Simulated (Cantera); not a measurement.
Input: 1 mol SiH₄, 0.34 mol C₂H₂, 5.6 mol H₂, held at 2425 K and 10.0 mbar.

Cantera equilibrium calculation (NASA polynomials, part measured and part estimated; ideal gas, pure solids and liquids). Gases not in the tables: Si₂H₆ and higher silanes. The numbers say what is thermodynamically allowed, not how fast it happens.

```json
[
 {"species": "H₂", "before": "0.765", "after": "0.771"},
 {"species": "H", "before": "0.157", "after": "0.157"},
 {"species": "Si", "before": "0.0532", "after": "0.0491"},
 {"species": "Si₂C", "before": "0.00623", "after": "0.00530"},
 {"species": "SiC₂", "before": "0.0110", "after": "0.0102"},
 {"species": "Si₂", "before": "0.000253", "after": "0.000215"},
 {"species": "SiC", "before": "1.64e-5", "after": "1.52e-5"},
 {"species": "SiH", "before": "0.00138", "after": "0.00128"},
 {"species": "SiH₂", "before": "0.000118", "after": "0.000110"},
 {"species": "C₂H₂ (acetylene)", "before": "0.00597", "after": "0.00602"},
 {"species": "C₄H₂", "before": "1.92e-5", "after": "1.93e-5"},
 {"species": "C(graphite), mol", "before": "0.0362", "after": "4.15"},
 {"species": "SiC(s), mol", "before": "0.265", "after": "0"}
]
```
Gas species are given as mole fractions.

Task: Name the change that produced these shifts.
A) pressure from 10.0 mbar to 1.00 bar
B) temperature from 2425 K to 2198.15 K
C) temperature from 2425 K to 1448.15 K
D) SiH₄ replaced by Si(CH₃)₄

Result: D, SiH₄ replaced by Si(CH₃)₄
